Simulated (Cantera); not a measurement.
Input: 1 mol Ta2O5, 0.52 mol C, 6.3 mol H2, equilibrated at 0.100 bar.

Method: chemical equilibrium by Gibbs-energy minimisation in Cantera with the NASA 1993 tables (ideal gas, pure condensed phases). Candidate condensed phases: C, C6H6, C7H8, C8H18, H2O, Ta, TaC, Ta2O5; 113 gas species. Mutual solubility and eutectic melting of coexisting phases are not modelled. TaC: taken at fixed stoichiometry. Condensed phases not in the tables: Ta2C. Equilibrium is a limit: real reactors are often held back by kinetics, nucleation or transport.

Task: At 1302 °C, list the 5 most abundant gas species with their mole fractions, and the condensed phases.

Result: H2 0.943, CO 0.0553, H2O 0.00128, H 0.000128, CO2 2.59e-5. Condensed: TaC(s) + Ta2O5(s).
